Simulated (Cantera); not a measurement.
Mixture: CH4 : H2 : O2 : N2 = 1 : 0.14 : 2.23 : 14.2 (molar parts), at 7500 Torr, adiabatic and at constant pressure. Ignition delay is the time to a rise of 400 K.

Detailed kinetics in Cantera: GRI-Mech 3.0 (53 species, 325 reactions).

What does this change do: O2 2.23 to 4.4 parts?


```csv
quantity,before,after
delay at 1175 K,2.36 ms,1.30 ms
delay at 1375 K,0.452 ms,0.197 ms
delay at 1575 K,90.6 µs,42.3 µs
delay at 1775 K,21.5 µs,11.9 µs
apparent activation energy between 1675 and 1875 K,170 kJ/mol,150 kJ/mol
```
